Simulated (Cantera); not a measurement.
## SiHCl3 + CH4 + H2 (silicon carbide growth)

Input: 1 mol SiHCl3, 2.2 mol CH4, 3.1 mol H2, held at 0.00133 bar.

These are equilibrium values from Cantera (NASA tables, ideal gas, pure condensed phases), not measurements of a reactor. Candidate condensed phases: C, C6H6, C7H8, C8H18, Si, SiC; 109 gas species. The tables' values for SiCl, SiCl3 are old estimates; treat these amounts as uncertain. Gases not in the tables: Si2H6 and higher silanes. The numbers say what is thermodynamically allowed, not how fast it happens.

| T (K) | x H2 | x H | x HCl | x Cl | x Si | x SiCl2 | x SiC2 | n C(graphite) | n SiC(s) |
|---|---|---|---|---|---|---|---|---|---|
| 1175 | 0.688 | 2.79e-6 | 0.310 | 1.10e-6 | <1e-12 | 0.000459 | <1e-12 | 1.22 | 0.982 |
| 1275 | 0.686 | 1.67e-5 | 0.312 | 6.47e-6 | 3.75e-11 | 0.000956 | <1e-12 | 1.21 | 0.987 |
| 1375 | 0.686 | 7.77e-5 | 0.312 | 2.92e-5 | 1.32e-9 | 0.00174 | <1e-12 | 1.22 | 0.981 |
| 1475 | 0.687 | 0.000294 | 0.309 | 0.000107 | 2.85e-8 | 0.00290 | 4.00e-11 | 1.23 | 0.971 |
| 1575 | 0.688 | 0.000944 | 0.306 | 0.000334 | 4.15e-7 | 0.00445 | 1.33e-9 | 1.24 | 0.957 |
| 1675 | 0.689 | 0.00264 | 0.301 | 0.000901 | 4.38e-6 | 0.00639 | 2.90e-8 | 1.26 | 0.938 |
| 1775 | 0.688 | 0.00657 | 0.295 | 0.00216 | 3.53e-5 | 0.00867 | 4.44e-7 | 1.28 | 0.916 |
| 1875 | 0.683 | 0.0148 | 0.285 | 0.00469 | 0.000227 | 0.0111 | 5.04e-6 | 1.31 | 0.889 |
| 1975 | 0.672 | 0.0307 | 0.272 | 0.00929 | 0.00121 | 0.0136 | 4.45e-5 | 1.34 | 0.850 |
| 2075 | 0.648 | 0.0587 | 0.252 | 0.0169 | 0.00547 | 0.0155 | 0.000317 | 1.41 | 0.770 |
| 2175 | 0.600 | 0.104 | 0.223 | 0.0281 | 0.0215 | 0.0163 | 0.00188 | 1.60 | 0.524 |
| 2275 | 0.516 | 0.167 | 0.188 | 0.0438 | 0.0557 | 0.0122 | 0.00705 | 1.96 | 0 |
| 2375 | 0.434 | 0.254 | 0.162 | 0.0678 | 0.0588 | 0.00437 | 0.0104 | 1.85 | 0 |
| 2475 | 0.344 | 0.362 | 0.124 | 0.0926 | 0.0555 | 0.00127 | 0.0134 | 1.72 | 0 |
x: gas mole fraction; n: condensed amount in mol.

From 1175 K to 2175 K the condensed part is C(graphite) + SiC(s). From 2275 K to 2475 K the condensed part is C(graphite). The main Si-bearing gas is SiCl4 at 1175 K and Si at 2475 K.
